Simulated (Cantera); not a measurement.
Feed: 1 mol MgO, 0.05 mol H2S, 4 mol H2O, equilibrated at 1423 K and 0.133 bar.

Cantera equilibrium calculation (NASA polynomials, part measured and part estimated; ideal gas, pure solids and liquids). Candidate condensed phases: H2O, H2SO4, Mg, MgO, Mg(OH)2, MgS, MgSO4, S; 26 gas species. Kinetics and transport are ignored.

Base state: H2O 0.952, H2 0.0354, SO2 0.0117, H2S 0.000349, SO 6.45e-5, S2 2.53e-5, SH 1.11e-5 (mole fractions); condensed: MgO(s).

Task: What changes in the equilibrium state with this change: H2S from 0.05 to 2.2 mol?

Result: 
```csv
species,before,after
H2O,0.952,0.565
H2,0.0354,0.209
H2S,0.000349,0.125
S2,2.53e-5,0.0922
SO2,0.0117,0.00714
S2O,1.18e-6,0.000434
SH,1.11e-5,0.00163
S,2.19e-7,1.32e-5
"MgO(s), mol",1.00,1.00
```

Task: What changes in the equilibrium state with this change: temperature from 1423 K to 823 K?

Result: 
```csv
species,before,after
H2O,0.952,0.985
H2S,0.000349,0.0113
H2,0.0354,0.00273
SO2,0.0117,0.000863
SO,6.45e-5,1.25e-8
SH,1.11e-5,5.12e-8
"MgO(s), mol",1.00,1.00
```
